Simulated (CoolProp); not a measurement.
A closed Brayton cycle with carbon dioxide: compressor inlet 328.15 K and 8.5 MPa, high pressure 20.3 MPa, turbine inlet 695 K, compressor efficiency 0.85, turbine efficiency 0.9, recuperator effectiveness 0.95 (on enthalpy, no pinch check). Each further row changes one setting.

Model: reference Helmholtz-energy equation of state, Span 1996, in CoolProp.

| case | thermal efficiency (%) | net work (kJ/kg) | compressor to turbine work | compressor exit (K) | turbine exit (K) |
|---|---|---|---|---|---|
| as stated | 28.5 | 49.8 | 0.47 | 401.5 | 600.3 |
| turbine inlet 645 K | 25.3 | 41.4 | 0.52 | 401.5 | … |
| compressor inlet 338.15 K | 26.8 | 44.4 | … | 416.6 | 600.3 |
| high pressure 17.3 MPa | 28.3 | 43.1 | 0.45 | … | … |
| recuperator effectiveness 0.5 | … | 49.8 | 0.47 | 401.5 | 600.3 |

Some entries are withheld; supply them.


- turbine inlet 645 K, turbine exit (K): 553.8
- compressor inlet 338.15 K, compressor to turbine work: 0.53
- high pressure 17.3 MPa, compressor exit (K): 387.7
- high pressure 17.3 MPa, turbine exit (K): 617.4
- recuperator effectiveness 0.5, thermal efficiency (%): 17.9
